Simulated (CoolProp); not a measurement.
A Linde-Hampson liquefier for ethane: isothermal reversible compression at 320 K from 1 atm to 15 MPa, throttling to 1 atm, return gas leaving the recuperator 5 K below the feed. Each further row changes one setting.

Computed with CoolProp (reference Helmholtz-energy equation of state, Bücker 2006).

```json
[
 {"case": "as stated", "liquid yield per pass": "[?]", "compression work (kJ/kg of gas)": "353"},
 {"case": "high pressure 30 MPa", "liquid yield per pass": "0.460", "compression work (kJ/kg of gas)": "[?]"},
 {"case": "warm-end temperature 350 K", "liquid yield per pass": "0.351", "compression work (kJ/kg of gas)": "[?]"},
 {"case": "warm-end gap 10 K", "liquid yield per pass": "[?]", "compression work (kJ/kg of gas)": "353"}
]
```

Q: Fill in the missing entries.

A: 
- as stated, liquid yield per pass: 0.450
- high pressure 30 MPa, compression work (kJ/kg of gas): 390
- warm-end temperature 350 K, compression work (kJ/kg of gas): 414
- warm-end gap 10 K, liquid yield per pass: 0.443
